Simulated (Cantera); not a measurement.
Source: NASA polynomial tables (part measured, part estimated), evaluated in Cantera. Values are per mole of reaction as written; species without (g) are pure solids or liquids, kept so even where they would boil at 1 bar.

Task: Between 300 and 1850 K, where is each reaction favourable under standard conditions?
- 4 Cr + N2(g) = 2 Cr2N
- 3 H2(g) + N2(g) = 2 NH3(g)

Result: 
- 4 Cr + N2(g) = 2 Cr2N: ΔG° is -204 kJ at 300 K and 7 kJ at 1850 K; it changes sign between 1750 and 1850 K. ΔH° is -229 kJ and ΔS° -128 J/K at 1850 K.
- 3 H2(g) + N2(g) = 2 NH3(g): ΔG° is -32 kJ at 300 K and 324 kJ at 1850 K; it changes sign between 300 and 1450 K. ΔH° is -112 kJ and ΔS° -236 J/K at 1850 K.
